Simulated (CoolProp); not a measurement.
Vapour-liquid equilibrium of propylene (1) + R152A (2) at 14.3 bar; x and y are mole fractions of (1).

Computed with CoolProp (multi-fluid Helmholtz-energy mixture model, Lemmon 2013 and Outcalt 1996; pair parameters Bell 2016).

| x | bubble temperature, mixture model (K) | bubble temperature, Raoult's law (K) | y, mixture model | y, Raoult's law |
|---|---|---|---|---|
| 0.05 | 327.6 | 329.7 | (withheld) | 0.082 |
| 0.2 | 319.3 | 325.5 | 0.346 | 0.302 |
| 0.35 | 313.7 | 321.6 | 0.505 | 0.486 |
| 0.5 | (withheld) | 317.9 | (withheld) | 0.640 |
| 0.65 | (withheld) | 314.4 | 0.717 | 0.770 |
| 0.8 | 306.5 | 311.1 | 0.817 | 0.880 |
| 0.95 | 306.5 | 308.0 | 0.945 | 0.972 |

Q: Complete the blanks.

A: 
- 0.05, y, mixture model: 0.105
- 0.5, bubble temperature, mixture model (K): 310.0
- 0.5, y, mixture model: 0.620
- 0.65, bubble temperature, mixture model (K): 307.7

The largest gap from Raoult's law is -7.9 K in bubble temperature, at x = 0.5. y crosses x between x = 0.8 and 0.95: the model has an azeotrope there.

Pair parameters are fitted to limited data, so mixtures are less certain than the pure fluids.
